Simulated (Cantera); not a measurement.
# Thermodynamics of silicon oxide and oxynitride deposition, feed SiCl4 + O2 + H2

A closed system holds: 1 mol SiCl4, 0.41 mol O2, 4.8 mol H2, at 998 K and 910 Pa.

Method: chemical equilibrium by Gibbs-energy minimisation in Cantera with the NASA 1993 tables (ideal gas, pure condensed phases). Candidate condensed phases: H2O, Si, SiO2; 30 gas species. The tables' values for SiCl3 are old estimates; treat these amounts as uncertain. Equilibrium is a limit: real reactors are often held back by kinetics, nucleation or transport.

| Property | Value |
|---|---|
| x(H2) | 0.639 |
| x(HCl) | 0.266 |
| x(SiCl4) | 0.0931 |
| x(SiHCl3) | 0.00155 |
| x(SiCl3) | 0.000345 |
| x(SiCl2) | 3.13e-5 |
| x(SiH2Cl2) | 2.78e-6 |
| n(SiO2(β-quartz)) | 0.410 mol |
| gas amount | 6.211 mol |
| log10 activity of Si(s) (absent) | -3.78 |
